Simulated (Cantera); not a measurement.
A closed system holds: 1 mol B, 0.08 mol H2O, 3.5 mol H2, equilibrated at 1000 K and 1800 Torr.

Method: chemical equilibrium by Gibbs-energy minimisation in Cantera with the NASA 1993 tables (ideal gas, pure condensed phases). Candidate condensed phases: B, B2O3, B3O3H3, H2O; 23 gas species. Rates play no part.

Base state: H2 0.993, B3O3H3 0.00748 (mole fractions); condensed: B(s).

Problem. What changes in the equilibrium state with this change: temperature from 1000 K to 1598.15 K?

Solution. 
```
species     before     after
---------  -------  --------
H2           0.993     0.989
B3O3H3     0.00748   0.00554
HBO        5.46e-7   0.00505
B2O2         <1e-9  0.000150
HBO2       2.11e-9  0.000127
B(s), mol    0.920     0.921
```
The tables' values for BH2 are old estimates; treat these amounts as uncertain. Gases not in the tables: B2H6 and higher boranes.

Problem. What changes in the equilibrium state with this change: H2O from 0.08 to 0.054 mol?

Solution. 
```json
[
 {"species": "H2", "before": "0.993", "after": "0.995"},
 {"species": "B3O3H3", "before": "0.00748", "after": "0.00508"},
 {"species": "B(s), mol", "before": "0.920", "after": "0.946"}
]
```

Problem. What changes in the equilibrium state with this change: B replaced by Fe?

Solution. 
```tsv
species	before	after
H2	0.993	0.978
H2O	1.94e-8	0.0223
B3O3H3	0.00748	0
B(s), mol	0.920	0
Fe(α), mol	0	1.00
```
Further candidate phases: Fe, FeO, Fe(OH)2, Fe(OH)3, Fe2O3, Fe3O4.
